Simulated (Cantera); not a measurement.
# c-C4F8 + Si + H2 (fluorocarbon and chlorocarbon gases)

Input: 1 mol c-C4F8, 0.0094 mol Si, 0.63 mol H2, held at 13300 Pa.

Cantera equilibrium calculation (NASA polynomials, part measured and part estimated; ideal gas, pure solids and liquids). Candidate condensed phases: C, C6H6, C7H8, C8H18, Si, SiC; 113 gas species. The feed counts by its element totals alone. The tables' values for C2F4 are old estimates; treat these amounts as uncertain. Gases not in the tables: C2F6 and larger saturated fluorocarbons. Kinetics and transport are ignored.

From 1500 °C to 2150 °C the condensed part is C(graphite). The main Si-bearing gas is SiF4 throughout.

```csv
T (°C),log p CF4,log p HF,log p CF2,log p F,log p CF3,log p SiF4,log p CF,n C(graphite)
1500,-1.12,-1.24,-3.44,-4.29,-4.13,-3.37,-7.17,2.32
1550,-1.12,-1.25,-3.21,-4.03,-3.95,-3.37,-6.78,2.32
1600,-1.13,-1.25,-3.00,-3.79,-3.78,-3.37,-6.42,2.31
1650,-1.13,-1.25,-2.81,-3.56,-3.62,-3.37,-6.07,2.31
1700,-1.13,-1.25,-2.62,-3.34,-3.47,-3.38,-5.74,2.30
1750,-1.14,-1.25,-2.44,-3.14,-3.33,-3.38,-5.42,2.29
1800,-1.15,-1.26,-2.28,-2.94,-3.20,-3.38,-5.13,2.27
1850,-1.17,-1.26,-2.12,-2.76,-3.07,-3.39,-4.84,2.24
1900,-1.19,-1.27,-1.98,-2.58,-2.96,-3.40,-4.58,2.21
1950,-1.22,-1.28,-1.84,-2.42,-2.86,-3.41,-4.33,2.17
2000,-1.25,-1.29,-1.72,-2.27,-2.77,-3.42,-4.09,2.11
2050,-1.30,-1.31,-1.61,-2.12,-2.70,-3.44,-3.86,2.04
2100,-1.37,-1.33,-1.51,-1.99,-2.64,-3.46,-3.65,1.96
2150,-1.45,-1.35,-1.43,-1.86,-2.61,-3.48,-3.46,1.87
```
log p: log10 of the partial pressure in bar; n: condensed amount in mol.
